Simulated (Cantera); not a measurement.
# Adiabatic ignition

An adiabatic, constant-volume homogeneous reactor starts with 2.79 % C3H8, 24.9 % O2, 72.3 % N2, equivalence ratio 0.56, at 1173 K and 3.40 bar.

Model: GRI-Mech 3.0 (53 species, 325 reactions), integrated in Cantera. GRI-Mech 3.0 was tuned for natural gas; its chemistry of propane as a main component is partial and can be far from experiment.

| t (s) | T (K) | P (bar) | x C3H8 | x O2 | x CH2CO | x CO2 | x O | x N2O | x H2O |
|---|---|---|---|---|---|---|---|---|---|
| 2.00e-6 | 1173 | 3.40 | 0.0279 | 0.249 | <1e-12 | <1e-12 | 1.94e-10 | <1e-12 | 3.12e-9 |
| 8.73e-6 | 1173 | 3.40 | 0.0279 | 0.249 | <1e-12 | <1e-12 | 2.91e-10 | <1e-12 | 3.46e-8 |
| 3.81e-5 | 1173 | 3.40 | 0.0279 | 0.249 | 2.74e-11 | 5.28e-11 | 8.47e-10 | <1e-12 | 6.00e-7 |
| 0.000166 | 1173 | 3.40 | 0.0279 | 0.249 | 7.12e-9 | 8.33e-9 | 4.54e-9 | 1.27e-11 | 2.01e-5 |
| 0.000725 | 1173 | 3.40 | 0.0275 | 0.249 | 5.01e-7 | 1.36e-7 | 6.25e-9 | 7.24e-11 | 0.000195 |
| 0.00316 | 1182 | 3.44 | 0.0245 | 0.247 | 3.02e-5 | 2.98e-6 | 2.80e-8 | 6.32e-10 | 0.00196 |
| 0.0138 | 2713 | 8.17 | <1e-12 | 0.0953 | <1e-12 | 0.0720 | 0.00414 | 3.04e-6 | 0.0988 |
| 0.0602 | 2713 | 8.17 | <1e-12 | 0.0953 | <1e-12 | 0.0720 | 0.00414 | 3.04e-6 | 0.0988 |
| 0.263 | 2713 | 8.17 | <1e-12 | 0.0953 | <1e-12 | 0.0720 | 0.00414 | 3.04e-6 | 0.0988 |
| 1.15 | 2713 | 8.17 | <1e-12 | 0.0953 | <1e-12 | 0.0720 | 0.00414 | 3.04e-6 | 0.0988 |
| 5.00 | 2713 | 8.17 | <1e-12 | 0.0953 | <1e-12 | 0.0720 | 0.00414 | 3.04e-6 | 0.0988 |
x: mole fraction; the columns are a selection and need not sum to one.

```
Item                                                              Result
---------------------------------  -------------------------------------
time of steepest temperature rise                                4.30 ms
temperature at 5.00 s                                             2713 K
equilibrium temperature                                           2713 K
x(C3H8) at 5.00 s                  <1e-12 (gas-phase equilibrium <1e-12)
x(O2) at 5.00 s                    0.0953 (gas-phase equilibrium 0.0953)
x(CH2CO) at 5.00 s                 <1e-12 (gas-phase equilibrium <1e-12)
```
